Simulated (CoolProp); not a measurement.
Vapour-liquid equilibrium of benzene (1) + n-octane (2) at 295.3 K; x and y are mole fractions of (1).

Model: multi-fluid Helmholtz-energy mixture model, Thol 2012 and Beckmüller 2019; pair parameters Bell 2016, in CoolProp.

Problem. Give the bubble pressure and the first vapour's composition at x = 0.425, 0.5, 0.875. Is there an azeotrope?

Solution. x = 0.425: 0.06735 bar, y = 0.855; x = 0.5: 0.07392 bar, y = 0.881; x = 0.875: 0.1015 bar, y = 0.969. No azeotrope shows between x = 0.05 and 0.95.

The pair parameters rest on a limited set of measurements; away from them the model extrapolates.
